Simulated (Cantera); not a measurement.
An isothermal, constant-pressure homogeneous reactor starts with 27.0 % C₂H₆, 73.0 % N₂, at 1625 K and 49.5 Torr.

Computed with Cantera and GRI-Mech 3.0 (53 species, 325 reactions). GRI-Mech 3.0 stops at C3 and has no aromatics, soot or wall deposition, so with more carbon than oxygen in the feed, carbon stays in small species such as C2H2 where larger ones or solid carbon would form.

x: mole fraction; the columns are a selection and need not sum to one.

```json
[
 {"t (s)": "1.00e-6", "x C₂H₆": "0.270", "x CH₃": "0.000576", "x H₂": "3.84e-7", "x C₂H": "<1e-12", "x CH₂": "1.72e-9", "x C₂H₂": "<1e-12", "x HCN": "<1e-12"},
 {"t (s)": "3.28e-6", "x C₂H₆": "0.269", "x CH₃": "0.00185", "x H₂": "5.71e-6", "x C₂H": "<1e-12", "x CH₂": "5.90e-8", "x C₂H₂": "9.86e-11", "x HCN": "<1e-12"},
 {"t (s)": "1.07e-5", "x C₂H₆": "0.266", "x CH₃": "0.00567", "x H₂": "0.000187", "x C₂H": "<1e-12", "x CH₂": "1.49e-6", "x C₂H₂": "2.04e-8", "x HCN": "1.76e-11"},
 {"t (s)": "3.51e-5", "x C₂H₆": "0.248", "x CH₃": "0.0146", "x H₂": "0.00529", "x C₂H": "5.18e-10", "x CH₂": "1.25e-5", "x C₂H₂": "1.35e-5", "x HCN": "1.25e-8"},
 {"t (s)": "0.000115", "x C₂H₆": "0.165", "x CH₃": "0.0256", "x H₂": "0.0468", "x C₂H": "8.60e-8", "x CH₂": "2.85e-5", "x C₂H₂": "0.00212", "x HCN": "1.56e-7"},
 {"t (s)": "0.000377", "x C₂H₆": "…", "x CH₃": "…", "x H₂": "…", "x C₂H": "6.20e-7", "x CH₂": "…", "x C₂H₂": "…", "x HCN": "…"},
 {"t (s)": "0.00124", "x C₂H₆": "…", "x CH₃": "…", "x H₂": "…", "x C₂H": "5.75e-7", "x CH₂": "…", "x C₂H₂": "…", "x HCN": "4.91e-7"},
 {"t (s)": "0.00405", "x C₂H₆": "0.000108", "x CH₃": "0.000897", "x H₂": "0.227", "x C₂H": "2.36e-7", "x CH₂": "3.74e-7", "x C₂H₂": "0.117", "x HCN": "4.90e-7"},
 {"t (s)": "0.0133", "x C₂H₆": "3.19e-5", "x CH₃": "0.000496", "x H₂": "0.246", "x C₂H": "1.58e-7", "x CH₂": "1.27e-7", "x C₂H₂": "0.138", "x HCN": "4.81e-7"},
 {"t (s)": "0.0434", "x C₂H₆": "3.10e-5", "x CH₃": "0.000506", "x H₂": "0.260", "x C₂H": "1.85e-7", "x CH₂": "1.41e-7", "x C₂H₂": "0.149", "x HCN": "4.80e-7"},
 {"t (s)": "0.142", "x C₂H₆": "2.24e-5", "x CH₃": "0.000436", "x H₂": "0.277", "x C₂H": "2.00e-7", "x CH₂": "1.28e-7", "x C₂H₂": "0.154", "x HCN": "4.97e-7"},
 {"t (s)": "0.466", "x C₂H₆": "9.22e-6", "x CH₃": "0.000288", "x H₂": "0.306", "x C₂H": "2.30e-7", "x CH₂": "9.50e-8", "x C₂H₂": "0.162", "x HCN": "5.53e-7"},
 {"t (s)": "1.53", "x C₂H₆": "1.62e-6", "x CH₃": "0.000126", "x H₂": "0.334", "x C₂H": "2.78e-7", "x CH₂": "4.97e-8", "x C₂H₂": "0.170", "x HCN": "6.92e-7"},
 {"t (s)": "5.00", "x C₂H₆": "1.66e-7", "x CH₃": "4.00e-5", "x H₂": "0.346", "x C₂H": "3.07e-7", "x CH₂": "1.75e-8", "x C₂H₂": "0.174", "x HCN": "9.02e-7"}
]
```

**Question.** Fill in the missing entries.

**Answer.** 
- 0.000377, x C₂H₆: 0.0360
- 0.000377, x CH₃: 0.0148
- 0.000377, x H₂: 0.130
- 0.000377, x CH₂: 1.94e-5
- 0.000377, x C₂H₂: 0.0299
- 0.000377, x HCN: 3.83e-7
- 0.00124, x C₂H₆: 0.00147
- 0.00124, x CH₃: 0.00312
- 0.00124, x H₂: 0.196
- 0.00124, x CH₂: 3.06e-6
- 0.00124, x C₂H₂: 0.0852
